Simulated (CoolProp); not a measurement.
Hydrogen sulfide along the isobar 52.4 MPa: density (kg/m³) from the reference equation and from simpler models built on Tc = 373.1 K, pc = 8.999 MPa, ω = 0.101; each cubic takes its own stable root.

Computed with CoolProp (reference Helmholtz-energy equation of state, Lemmon 2006). It is a short technical equation, of lower accuracy than the large ones.

| T (K) | phase | reference | van der Waals | Peng-Robinson |
|---|---|---|---|---|
| 315.7 | liquid | 838.5 | 600.9 | 914.8 |
| 337.6 | liquid | 803.9 | 585.3 | ___ |
| 359.4 | liquid | 768.3 | ___ | 829.7 |
| 381.3 | supercritical | 731.7 | 553.3 | 784.1 |
| 403.2 | supercritical | 694.1 | 536.8 | ___ |
| 425.1 | supercritical | 656.0 | 520.0 | 689.6 |
| 446.9 | supercritical | 617.9 | 503.1 | 642.9 |
| 468.8 | supercritical | 580.0 | ___ | 597.7 |
| 490.7 | supercritical | 543.2 | 468.7 | 555.2 |
| 512.6 | supercritical | 508.1 | 451.5 | 516.1 |
| 534.4 | supercritical | 475.5 | ___ | 480.9 |
| 556.3 | supercritical | 445.4 | 417.8 | 449.3 |
| 578.2 | supercritical | 418.1 | 401.4 | 421.3 |

Question: Fill in the missing entries.

Answer: 
- 337.6, Peng-Robinson: 873.3
- 359.4, van der Waals: 569.5
- 403.2, Peng-Robinson: 737.1
- 468.8, van der Waals: 485.9
- 534.4, van der Waals: 434.6
